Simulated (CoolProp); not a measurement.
A closed Brayton cycle with dry air: compressor inlet 326.15 K and 1.4 MPa, high pressure 4.82 MPa, turbine inlet 920 K, compressor efficiency 0.89, turbine efficiency 0.9, recuperator effectiveness 0.8 (on enthalpy, no pinch check). Each further row changes one setting.

Computed with CoolProp (reference Helmholtz-energy equation of state, Lemmon 2000). It is a pseudo-pure fit of the blend.

```tsv
case	thermal efficiency (%)	net work (kJ/kg)	compressor to turbine work	compressor exit (K)	turbine exit (K)
as stated	(withheld)	96.7	0.62	481.0	691.2
turbine inlet 870 K	29.8	82.6	(withheld)	481.0	651.9
compressor inlet 336.15 K	31.0	91.9	(withheld)	495.3	691.2
high pressure 4.1 MPa	(withheld)	91.8	(withheld)	457.6	717.7
recuperator effectiveness 0.5	26.4	96.7	0.62	481.0	691.2
```

Fill in the missing entries.


- as stated, thermal efficiency (%): 32.3
- turbine inlet 870 K, compressor to turbine work: 0.66
- compressor inlet 336.15 K, compressor to turbine work: 0.64
- high pressure 4.1 MPa, thermal efficiency (%): 32.6
- high pressure 4.1 MPa, compressor to turbine work: 0.59
